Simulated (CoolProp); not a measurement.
Values from CoolProp's reference Helmholtz-energy equation of state, Guder 2009.

Give the vapour pressure (MPa), liquid density (kg/m³), liquid cp (kJ/(kg K)), surface tension (mN/m) of saturated sulfur hexafluoride at 269.1 K.


| T (K) | p (MPa) | liquid density (kg/m³) | liquid cp (kJ/(kg K)) | surface tension (mN/m) |
|---|---|---|---|---|
| 269.1 | 1.12 | 1590 | 1.01 | 5.03 |

Surface tension comes from a separate correlation (Mulero 2012).
